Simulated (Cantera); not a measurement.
Cantera run:

```python
import numpy as np
import cantera as ct

gas_names = """
    C CN CO CO2 C2 CCN CNC C2N2 C2O C3 C3O2 C4 C4N2 C5 Cu CuO Cu2 N NCO NO NO2 NO3 N2 N2O O O2 O3
""".split()
cond_names = """
    C(gr) Cu(cr) Cu(L) CuO(s) Cu2O(s) Cu2O(L)
""".split()


# ... load() reads the species with a 1 bar reference pressure and builds the phases ...
atoms = {
    'CuO': {'Cu': 1, 'O': 1},
    'C': {'C': 1},
    'N2': {'N': 2},
}
top_T = {'C(gr)': 4500, 'CuO(s)': 1390}  # K; cautious upper limits of use, not melting points


# ... equilibrate(T, P, feed) seeds the gas with the atoms and calls Mixture.equilibrate('TP', solver="vcs", rtol=1e-11, max_steps=5000) ...
results = []
feed = {'CuO': 1, 'C': 2.4, 'N2': 0.31}  # mol
P = 31000  # Pa
for T in [1325, 1475, 1625, 1775, 1925, 2075, 2225, 2375]:
    mix = equilibrate(T, P, feed)
    results.append((T, P, feed, dict(zip(mix.species_names, mix.species_moles))))

top = {s: max(r[3][s] / sum(r[3][g] for g in gas_names) for r in results) for s in gas_names}
cols = sorted((s for s in top if top[s] > 1e-05), key=lambda s: -top[s])[:6]
seen = [c for c in cond_names if any(r[3].get(c, 0) > 1e-12 for r in results)]
print("log10 of partial pressures in bar; condensed amounts in mol")
print(f"{'T/K':>10s}" + "".join(f"{s[:9]:>10s}" for s in cols + seen))
for T, P, feed, n in results:
    ng = sum(n[g] for g in gas_names)
    print(f"{T:10.4g}" + "".join(f"{np.log10(max(n[s] / ng * P / 1e5, 1e-99)):10.3f}" for s in cols)
          + "".join(f"{n.get(c, 0):10.4g}" for c in seen))
```

Output:

```
log10 of partial pressures in bar; condensed amounts in mol
       T/K        CO        Cu        N2       Cu2       CO2        CN     C(gr)    Cu(cr)     Cu(L)
      1325    -0.626    -6.552    -1.134   -10.533    -3.666   -12.620     1.401         1         0
      1475    -0.626    -5.271    -1.134    -8.749    -4.332   -10.866       1.4         0         1
      1625    -0.626    -4.243    -1.135    -7.328    -4.871    -9.439       1.4         0    0.9998
      1775    -0.626    -3.394    -1.135    -6.159    -5.314    -8.255       1.4         0    0.9983
      1925    -0.629    -2.681    -1.137    -5.181    -5.688    -7.259       1.4         0    0.9911
      2075    -0.638    -2.075    -1.147    -4.352    -6.018    -6.412       1.4         0     0.963
      2225    -0.667    -1.553    -1.176    -3.642    -6.343    -5.691       1.4         0    0.8677
      2375    -0.757    -1.099    -1.265    -3.027    -6.751    -5.094       1.4         0    0.5349
```

These are equilibrium values from Cantera (NASA tables, ideal gas, pure condensed phases), not measurements of a reactor.
